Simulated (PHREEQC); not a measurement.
K2CO3 is added in steps, without added water, to 1 kg of water holding 0.11 mol AgF and 0.00041 mol KBr, at 58 °C. Oxygen alone is held at its pressure in air (log pO2 = -0.68). CO2 from the air is kept out. Solids allowed: Bromyrite, Ag2O, Ag2CO3. Others were left out.

Base run: PHREEQC, ion-association model, wateq4f.dat. Each further column changes one thing. The table gives CO3-2 (mol/kgw).

```csv
K2CO3 added (mol),base,KBr from 0.00041 to 0.000615 mol/kgw,AgF from 0.11 to 0.099 mol/kgw,KBr replaced by KCl at the same molality,no solid may form
0,0,0,0,0,0
0.02125,5.23e-8,5.26e-8,___,5.23e-8,___
0.0425,3.95e-7,4.01e-7,___,3.95e-7,0.0363
0.06375,0.00557,0.00565,0.00989,0.00556,0.0562
0.085,0.0233,0.0234,0.0282,0.0233,0.0764
0.1062,0.0424,0.0425,___,0.0423,0.0967
0.1275,0.0619,0.0620,0.0670,0.0619,0.117
0.1487,0.0817,0.0818,0.0869,0.0817,___
0.17,0.102,0.102,0.107,0.102,0.158
```

**Question.** Some entries are withheld; supply them.

**Answer.** 
- 0.02125, AgF from 0.11 to 0.099 mol/kgw: 7.05e-8
- 0.02125, no solid may form: 0.0169
- 0.0425, AgF from 0.11 to 0.099 mol/kgw: 1.21e-6
- 0.1062, AgF from 0.11 to 0.099 mol/kgw: 0.0474
- 0.1487, no solid may form: 0.138

Away from 25 °C the constants follow the database's enthalpies or fits; those with neither stay at their 25 °C values. In at least one series the solution becomes supersaturated in solids that the run did not let form, among them Bromyrite, Ag2O, Ag2CO3. Solids allowed in the column 'KBr replaced by KCl at the same molality': Cerargyrite, Ag2O, Ag2CO3.
